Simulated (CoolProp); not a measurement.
Properties of fluoroethane (R161) along the isotherm 450 K.

Values from CoolProp's reference Helmholtz-energy equation of state, Wu 2012.

| p (MPa) | phase | Z | cv (kJ/(kg K)) | Joule-Thomson coefficient (K/MPa) | isothermal compressibility (1/MPa) |
|---|---|---|---|---|---|
| 0.0158 | gas | 0.9994 | 1.513 | 5.965 | 63.33 |
| 0.03 | gas | 0.9988 | 1.513 | 5.966 | 33.37 |
| 0.0568 | gas | 0.9978 | 1.514 | 5.970 | 17.64 |
| 0.108 | gas | 0.9958 | 1.514 | 5.976 | 9.298 |
| 0.204 | gas | 0.9921 | 1.516 | 5.988 | 4.941 |
| 0.387 | gas | 0.9849 | 1.518 | 6.010 | 2.624 |
| 0.734 | gas | 0.9713 | 1.524 | 6.052 | 1.403 |
| 1.39 | gas | 0.9452 | 1.534 | 6.129 | 0.7617 |
| 2.64 | gas | 0.8945 | 1.557 | 6.262 | 0.4247 |
| 5 | gas | 0.7951 | 1.608 | 6.410 | 0.2542 |
